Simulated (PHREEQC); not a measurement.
A PHREEQC input (ion-association model, phreeqc.dat):

```
SOLUTION 1
  temp 30
  units mg/kgw
  pH 12.5
  pe 8.3
  Na 231
  K 87.2
  Ca 191
  Mg 101
  Cl 645
  S(6) 259 as SO4
  Alkalinity 383 as HCO3
  B 1.95
  Li 0.58
  Si 4.03 as SiO2
  Pb 24.4
END
USE solution 1
EQUILIBRIUM_PHASES 1
  Gypsum 0 0
  CO2(g) -3.4 10
END
```

It stops with these messages:

```
WARNING: Maximum iterations exceeded, 100
WARNING: Maximum iterations exceeded, 100
WARNING: The program has failed to converge to a numerical solution.
ERROR:           Alkalinity has not converged. Total: 6.276723e-03	Calculated: 6.163943e-02	Residual: -5.536270e-02
ERROR: Is non-carbonate alkalinity greater than total alkalinity?
ERROR:                    B has not converged. Total: 1.803885e-04	Calculated: 1.754355e-04	Residual: 4.953045e-06
ERROR:                   Ca has not converged. Total: 4.765469e-03	Calculated: 9.319757e-04	Residual: 3.833493e-03
ERROR:                   Cl has not converged. Total: 1.819310e-02	Calculated: 2.260368e-02	Residual: -4.410584e-03
ERROR:                    K has not converged. Total: 2.230065e-03	Calculated: 2.788354e-03	Residual: -5.582892e-04
ERROR:                   Li has not converged. Total: 8.358553e-05	Calculated: 1.014958e-04	Residual: -1.791024e-05
ERROR:                   Mg has not converged. Total: 4.154327e-03	Calculated: 3.146961e-03	Residual: 1.007366e-03
ERROR:                   Na has not converged. Total: 1.004793e-02	Calculated: 1.234316e-02	Residual: -2.295228e-03
ERROR:                   Pb has not converged. Total: 1.177663e-04	Calculated: 1.059516e-04	Residual: 1.181468e-05
ERROR:                 S(6) has not converged. Total: 2.696119e-03	Calculated: 1.414194e-03	Residual: 1.281925e-03
ERROR:                   Si has not converged. Total: 6.707243e-05	Calculated: 6.316029e-05	Residual: 3.912141e-06
ERROR:                   Mu Ionic strength has not converged. 	Residual: 2.244077e-03
ERROR:               A(H2O) Activity of water has not converged. 	Residual: 2.666304e-03
ERROR: Model failed to converge for initial solution  1.
```

Why does the run stop?

The fault: pH typed as 12.5 with the alkalinity kept. The line should read `pH 7.52` where the input has `pH 12.5`. With the mend the run ends at pH 8.78 and ionic strength 0.0363 mol/kgw.
